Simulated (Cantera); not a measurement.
Feed: 1 mol Al, 3.5 mol O2, 1.2 mol H2, at 17.0 mbar.

Method: chemical equilibrium by Gibbs-energy minimisation in Cantera with the NASA 1993 tables (ideal gas, pure condensed phases). Candidate condensed phases: Al, Al2O3, H2O; 19 gas species. The numbers say what is thermodynamically allowed, not how fast it happens.

Question: At 1273 K, list the 3 most abundant gas species with their mole fractions, and the condensed phases.

Answer: O2 0.642, H2O 0.358, OH 5.29e-5. Condensed: Al2O3(s).
